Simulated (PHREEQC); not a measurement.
A column of 0.5 m (40 cells, dispersivity 0.018 m, 720 s a shift, diffusion coefficient 3e-10 m²/s) holds 0.024 eq of the database's cation exchanger X per kg of pore water, first in equilibrium with 0.0044 mol/kgw BaCl2 and 1e-05 mol/kgw HCl. It is flushed with 0.0047 mol MgCl2, 0.00068 mol SrCl2 and 1e-05 mol HCl per kg of water, at 25 °C. Values are for the last cell. CO2 from the air is kept out. No solid was allowed to form.

The series has 32 steps of pore volumes, from 0 to 6.987.

Computed with PHREEQC (ion-association model, phreeqc.dat).

**Question.** After how many pore volumes does Mg at the outlet first reach half of its feed value?

**Answer.** By 2.7 pore volumes.

**Question.** After how many pore volumes does Sr at the outlet first reach half of its feed value?

**Answer.** By 5.0 pore volumes.
